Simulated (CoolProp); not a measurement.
Properties of R134a along the isotherm 273.3 K.

The numbers come from the reference Helmholtz-energy equation of state, Tillner-Roth 1994 in CoolProp.

```tsv
p (kPa)	phase	cp (kJ/(kg K))	expansivity (1/kK)
4060	liquid	1.323	2.400
8120	liquid	1.307	2.241
12200	liquid	1.294	2.111
16200	liquid	1.284	2.004
20300	liquid	1.275	1.911
24400	liquid	1.267	1.831
28400	liquid	1.261	1.762
32500	liquid	1.255	1.700
36500	liquid	1.251	1.645
40600	liquid	1.246	1.594
```
